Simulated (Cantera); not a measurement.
Cantera run:

```python
import numpy as np
import cantera as ct

gas_names = """
    Cu CuO Cu2 H HO2 H2 H2O H2O2 O OH O2 O3
""".split()
cond_names = """
    Cu(cr) Cu(L) CuO(s) CuO2H2(s) Cu2O(s) Cu2O(L) H2O(s) H2O(L)
""".split()


# ... load() reads the species with a 1 bar reference pressure and builds the phases ...
atoms = {
    'Cu2O': {'Cu': 2, 'O': 1},
    'H2': {'H': 2},
    'H2O': {'H': 2, 'O': 1},
}
top_T = {'CuO(s)': 1390}  # K; cautious upper limits of use, not melting points


# ... equilibrate(T, P, feed) seeds the gas with the atoms and calls Mixture.equilibrate('TP', solver="vcs", rtol=1e-11, max_steps=5000) ...
results = []
feed = {'Cu2O': 1, 'H2': 30, 'H2O': 0.04}  # mol
T = 1148.15  # K
P = 17  # Pa
mix = equilibrate(T, P, feed)
results.append((T, P, feed, dict(zip(mix.species_names, mix.species_moles))))
print(gas.report(threshold=1e-05))
for i in range(1, mix.n_phases):
    print(f"{mix.phase(i).name:16s} {mix.phase_moles(i):12.5e} mol")
```

Result:

```
       temperature   1148.2 K
          pressure   17 Pa
           density   4.5782e-06 kg/m^3
  mean mol. weight   2.5709 kg/kmol
   phase of matter   gas

                          1 kg             1 kmol
                     ---------------   ---------------
          enthalpy         6.646e+06        1.7086e+07  J
   internal energy        2.9328e+06        7.5397e+06  J
           entropy             95777        2.4623e+05  J/K
    Gibbs function       -1.0332e+08       -2.6562e+08  J
 heat capacity c_p             12169             31286  J/K
 heat capacity c_v            8935.2             22971  J/K

                      mass frac. Y      mole frac. X     chem. pot. / RT
                     ---------------   ---------------   ---------------
                Cu         0.0003974        1.6078e-05           -5.8863
                H2           0.75701           0.96536           -26.575
               H2O           0.24259           0.03462           -62.689
     [   +9 minor]        2.1429e-06        5.4164e-06

Cu(cr)            1.99952e+00 mol
CuO(s)            0.00000e+00 mol
CuO2H2(s)         0.00000e+00 mol
Cu2O(s)           0.00000e+00 mol
```

Equilibrium computed with Cantera from the NASA thermochemical tables; the gas is ideal and each condensed phase is pure.
